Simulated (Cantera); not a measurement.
Input: 1 mol borazine, 15 mol N2, 150 mol H2, at 2098.15 K and 0.00133 bar.

Equilibrium computed with Cantera from the NASA thermochemical tables; the gas is ideal and each condensed phase is pure. Candidate condensed phases: B, BN; 15 gas species. The feed counts by its element totals alone. The tables' values for BH2 are old estimates; treat these amounts as uncertain. The numbers say what is thermodynamically allowed, not how fast it happens.

Base state: H2 0.828, N2 0.0936, H 0.0768, BH2 0.000663, B 0.000474, BH 2.56e-5 (mole fractions); condensed: B(s).

### Question
What changes in the equilibrium state with this change: pressure from 0.00133 bar to 0.200 bar?

### Answer
| species | before | after |
|---|---|---|
| H2 | 0.828 | 0.904 |
| N2 | 0.0936 | 0.0890 |
| H | 0.0768 | 0.00655 |
| BH2 | 0.000663 | 0.000118 |
| B | 0.000474 | 5.16e-7 |
| BH | 2.56e-5 | 3.56e-7 |
| B(s), mol | 2.79 | 0 |
| BN(s), mol | 0 | 2.98 |
